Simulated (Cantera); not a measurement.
An isothermal, constant-pressure homogeneous reactor starts with NO : N2 = 1 : 1.3 (molar parts), at 1773 K and 0.0700 bar.

Detailed kinetics in Cantera: GRI-Mech 3.0 (53 species, 325 reactions).

x: mole fraction; the columns are a selection and need not sum to one.

```csv
t (s),x NO,x O,x N2,x NO2,x N2O
5.00e-5,0.435,1.19e-7,0.565,8.18e-10,1.20e-7
0.000135,0.435,3.18e-7,0.565,5.88e-9,3.22e-7
0.000364,0.435,8.35e-7,0.565,4.14e-8,8.66e-7
0.000981,0.435,2.11e-6,0.565,2.79e-7,2.31e-6
0.00265,0.435,4.90e-6,0.565,1.67e-6,6.08e-6
0.00714,0.435,1.03e-5,0.565,7.83e-6,1.53e-5
0.0193,0.435,1.99e-5,0.565,2.38e-5,3.44e-5
0.0519,0.434,(withheld),0.565,3.71e-5,(withheld)
0.140,0.434,3.00e-5,0.566,4.03e-5,7.18e-5
0.378,0.433,3.16e-5,0.566,4.31e-5,7.19e-5
1.02,0.429,(withheld),0.568,(withheld),7.03e-5
2.75,0.420,4.33e-5,0.573,6.37e-5,6.64e-5
7.41,0.395,5.93e-5,0.585,8.80e-5,5.74e-5
20.0,0.334,8.59e-5,0.616,0.000114,3.95e-5
```

Q: Complete the blanks.

A: 
- 0.0519, x O: 2.76e-5
- 0.0519, x N2O: 5.98e-5
- 1.02, x O: 3.52e-5
- 1.02, x NO2: 4.97e-5
